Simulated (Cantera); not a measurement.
**Equilibrium for boron, boron nitride and boron oxide: BF3 + N2**

A closed system holds: 1 mol BF3, 0.24 mol N2, at 100000 Pa.

These are equilibrium values from Cantera (NASA tables, ideal gas, pure condensed phases), not measurements of a reactor. Candidate condensed phases: B, BN; 13 gas species. The tables' values for BF2 are old estimates; treat these amounts as uncertain. Kinetics and transport are ignored.

From 1850 K to 2400 K nothing is condensed. The main B-bearing gas is BF3 throughout.

```tsv
T (K)	log p BF3	log p N2	log p F	log p BF2	log p BF	log p N	log p F2	log p NF
1850	-0.09	-0.71	-4.78	-4.78	-9.48	-10.42	-11.53	-11.83
1900	-0.09	-0.71	-4.54	-4.54	-9.06	-10.06	-11.19	-11.49
1950	-0.09	-0.71	-4.32	-4.32	-8.67	-9.72	-10.86	-11.16
2000	-0.09	-0.71	-4.11	-4.11	-8.29	-9.40	-10.56	-10.85
2050	-0.09	-0.71	-3.91	-3.91	-7.94	-9.10	-10.27	-10.56
2100	-0.09	-0.71	-3.72	-3.72	-7.60	-8.80	-9.99	-10.27
2150	-0.09	-0.71	-3.54	-3.54	-7.28	-8.53	-9.72	-10.01
2200	-0.09	-0.71	-3.37	-3.37	-6.97	-8.26	-9.47	-9.75
2250	-0.09	-0.71	-3.20	-3.20	-6.67	-8.01	-9.23	-9.51
2300	-0.09	-0.71	-3.05	-3.05	-6.39	-7.76	-9.00	-9.27
2350	-0.09	-0.71	-2.90	-2.90	-6.12	-7.53	-8.78	-9.05
2400	-0.10	-0.71	-2.75	-2.75	-5.86	-7.31	-8.57	-8.84
```
log p: log10 of the partial pressure in bar; nothing condenses.
